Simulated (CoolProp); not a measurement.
Vapour-liquid equilibrium of acetone (1) + toluene (2) at 411.3 K; x and y are mole fractions of (1).

Model: multi-fluid Helmholtz-energy mixture model, Lemmon 2006 and Lemmon 2006; pair parameters Bell 2016, in CoolProp.

```
x      bubble pressure, mixture model (MPa)  bubble pressure, Raoult's law (MPa)  y, mixture model  y, Raoult's law
-----  ------------------------------------  -----------------------------------  ----------------  ---------------
0.05                                 0.2588                               0.2431             0.219            0.185
0.125                                     …                               0.2949                 …            0.381
0.2                                  0.3864                               0.3467             0.530            0.519
0.275                                0.4412                               0.3985             0.613            0.620
0.35                                      …                               0.4503                 …            0.699
0.425                                0.5404                               0.5020             0.729            0.761
0.5                                  0.5870                               0.5538             0.773            0.812
0.575                                0.6327                               0.6056             0.813            0.854
0.65                                 0.6781                               0.6574             0.849            0.889
0.725                                0.7237                               0.7091             0.883            0.919
0.8                                  0.7700                               0.7609             0.916            0.945
0.875                                0.8172                               0.8127             0.948            0.968
0.95                                 0.8658                               0.8645             0.979            0.988
```

Task: Complete the blanks.

Result: 
- 0.125, bubble pressure, mixture model (MPa): 0.3262
- 0.125, y, mixture model: 0.411
- 0.35, bubble pressure, mixture model (MPa): 0.4921
- 0.35, y, mixture model: 0.677

The largest gap from Raoult's law is +11.5 % in bubble pressure, at x = 0.2. No azeotrope shows between x = 0.05 and 0.95.

The pair parameters rest on a limited set of measurements; away from them the model extrapolates.
